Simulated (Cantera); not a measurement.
An isothermal, constant-pressure homogeneous reactor starts with CH₄ : O₂ : N₂ = 0.0091 : 0.005 : 1 (molar parts), at 1575 K and 170000 Pa.

Model: GRI-Mech 3.0 (53 species, 325 reactions), integrated in Cantera.

Q: Predict: x(CH₄) at 60.0 s; x(CH₂CO) at 60.0 s; x(CO₂) at 60.0 s.

A: 
```
Property                                               Result
------------------  -----------------------------------------
x(CH₄) at 60.0 s    0.000158 (gas-phase equilibrium 3.02e-10)
x(CH₂CO) at 60.0 s     2.48e-8 (gas-phase equilibrium <1e-12)
x(CO₂) at 60.0 s    0.000319 (gas-phase equilibrium 0.000132)
```
